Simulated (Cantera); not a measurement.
Feed: 1 mol SiC, 0.01 mol H₂, 0.071 mol Si, held at 1400 K and 255 Torr.

Method: chemical equilibrium by Gibbs-energy minimisation in Cantera with the NASA 1993 tables (ideal gas, pure condensed phases). Candidate condensed phases: C, C₆H₆, C₇H₈, C₈H₁₈, Si, SiC; 87 gas species. Mutual solubility and eutectic melting of coexisting phases are not modelled. The numbers say what is thermodynamically allowed, not how fast it happens.

Base state: H₂ 1.000 (mole fractions); condensed: Si(s) + SiC(s).

Task: What changes in the equilibrium state with this change: temperature from 1400 K to 2523.15 K?

Result: 
```tsv
species	before	after
H₂	1.000	0.930
H	8.34e-6	0.0460
Si	2.42e-9	0.0166
Si₂C	<1e-9	0.00252
C₂H₂ (acetylene)	<1e-9	0.000708
Si(s), mol	0.0710	0
SiC(s), mol	1.00	1.000
Si(l), mol	0	0.0708
```
Gases not in the tables: Si₂H₆ and higher silanes.
